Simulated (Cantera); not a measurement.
Charge: 1 mol (CH₃)₂SiCl₂, 0.78 mol CH₄, 610 mol H₂, at 0.510 bar.

Cantera equilibrium calculation (NASA polynomials, part measured and part estimated; ideal gas, pure solids and liquids). Candidate condensed phases: C, C₆H₆, C₇H₈, C₈H₁₈, Si, SiC; 109 gas species. The feed counts by its element totals alone. Kinetics and transport are ignored.

Task: At 1823 K, list the 4 most abundant gas species with their mole fractions, and the condensed phases.

Result: H₂ 0.996, HCl 0.00325, H 0.000605, CH₄ 0.000361. Condensed: C(graphite) + SiC(s).
